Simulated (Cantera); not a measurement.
Feed: 1 mol c-C₄F₈, 0.95 mol HCl, a varied amount of H₂, held at 2750 K and 8.20 mbar.

Cantera equilibrium calculation (NASA polynomials, part measured and part estimated; ideal gas, pure solids and liquids). Candidate condensed phases: C, C₆H₆, C₇H₈, C₈H₁₈; 118 gas species. The feed counts by its element totals alone. Rates play no part.

Problem. What share of the C ends up in condensed phases as a function of n(H₂) (mol), at 1, 2.5, 3.9, 5.3, 6.7, 8.1, 9.5, 11, 12, 14?

Solution. 
```
n(H₂) (mol)  C condensed (%)           as
-----------  ---------------  -----------
1                       82.7  C(graphite)
2.5                     93.5  C(graphite)
3.9                     97.6  C(graphite)
5.3                     96.5  C(graphite)
6.7                     94.9  C(graphite)
8.1                     93.3  C(graphite)
9.5                     91.6  C(graphite)
11                      89.7  C(graphite)
12                      88.5  C(graphite)
14                      86.0  C(graphite)
```
